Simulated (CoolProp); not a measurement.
Carbon dioxide at 420.43 K and 0.129 MPa flows at 0.45 m/s in a round tube of 1 mm bore and 0.25 µm roughness, fully developed (64/Re and Nu = 3.66 if laminar; Colebrook and Gnielinski if turbulent). Each further row changes one setting.

The numbers come from the reference Helmholtz-energy equation of state, Span 1996 in CoolProp.

```csv
case,Reynolds number,Darcy friction factor,pressure drop (Pa/m),heat-transfer coefficient (W/(m² K)),mass flow (kg/h)
as stated,35.6,1.80,296,96.6,0.00207
velocity 0.9 m/s,71.3,0.898,592,96.6,0.00414
diameter 2 mm,71.3,0.898,74.0,48.3,0.00828
```

Viscosity comes from a separate model (Laesecke 2017). Thermal conductivity comes from a separate model (Huber 2016).
